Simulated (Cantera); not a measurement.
A closed system holds: 1 mol C2H2, 0.84 mol CO2, 0.23 mol N2, 0.11 mol O2, held at 1398 K and 101000 Pa.

Cantera equilibrium calculation (NASA polynomials, part measured and part estimated; ideal gas, pure solids and liquids). Candidate condensed phases: C, C6H6, C7H8, C8H18, H2O; 136 gas species. Equilibrium is a limit: real reactors are often held back by kinetics, nucleation or transport.

Base state: CO 0.606, H2 0.318, N2 0.0736, H2O 0.000740, CO2 0.000652, CH4 0.000449, HCN 7.47e-5 (mole fractions); condensed: C(graphite).

Problem. What changes in the equilibrium state with this change: C2H2 replaced by C3H6?

Solution. 
| species | before | after |
|---|---|---|
| H2 | 0.318 | 0.582 |
| CO | 0.606 | 0.370 |
| N2 | 0.0736 | 0.0449 |
| CH4 | 0.000449 | 0.00150 |
| CO2 | 0.000652 | 0.000243 |
| H2O | 0.000740 | 0.000827 |
| HCN | 7.47e-5 | 7.90e-5 |
| C(graphite), mol | 0.943 | 1.94 |
